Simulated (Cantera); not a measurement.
## Roasting and sulfation: FeS2 + O2 + H2O

Input: 1 mol FeS2, a varied amount of O2, 3.1 mol H2O, at 1148 K and 0.100 bar.

Equilibrium computed with Cantera from the NASA thermochemical tables; the gas is ideal and each condensed phase is pure. Candidate condensed phases: Fe, FeO, Fe(OH)2, Fe(OH)3, FeS, FeSO4, FeS2, Fe2O3, Fe2(SO4)3, Fe3O4, H2O, H2SO4, S; 22 gas species. Mutual solubility and eutectic melting of coexisting phases are not modelled. FeS: taken at fixed stoichiometry. Gases not in the tables: S3 to S7. Rates play no part.

```csv
n(O2) (mol),x H2O,x SO2,x O2,x S2,x SO3,x H2S,n FeS(s),n Fe3O4(s),n Fe2O3(s)
0.91,0.739,0.216,1.09e-12,0.0211,2.84e-8,0.0142,0.885,0.0385,0
1,0.729,0.225,1.11e-12,0.0218,3.00e-8,0.0141,0.825,0.0582,0
1.2,0.708,0.245,1.17e-12,0.0234,3.35e-8,0.0138,0.694,0.102,0
1.3,0.698,0.255,1.20e-12,0.0241,3.52e-8,0.0137,0.628,0.124,0
1.5,0.679,0.273,1.25e-12,0.0255,3.85e-8,0.0134,0.497,0.168,0
1.7,0.661,0.290,1.30e-12,0.0267,4.17e-8,0.0131,0.365,0.212,0
1.9,0.644,0.307,1.34e-12,0.0279,4.48e-8,0.0128,0.234,0.255,0
2.1,0.627,0.323,1.38e-12,0.0291,4.78e-8,0.0126,0.103,0.299,0
2.4,0.611,0.356,1.91e-12,0.0185,6.21e-8,0.00828,0,0.333,0
2.7,0.608,0.392,5.19e-7,<1e-12,3.57e-5,6.43e-11,0,0.200,0.200
3,0.582,0.366,0.0422,<1e-12,0.00950,<1e-12,0,0,0.500
3.4,0.543,0.336,0.107,<1e-12,0.0139,<1e-12,0,0,0.500
3.8,0.508,0.312,0.164,<1e-12,0.0159,<1e-12,0,0,0.500
```
x: gas mole fraction; n: condensed amount in mol.

From 0.91 mol O2 to 2.1 mol O2 the condensed part is FeS(s) + Fe3O4(s). At 2.4 mol O2 the condensed part is Fe3O4(s). At 2.7 mol O2 the condensed part is Fe2O3(s) + Fe3O4(s). From 3 mol O2 to 3.8 mol O2 the condensed part is Fe2O3(s).
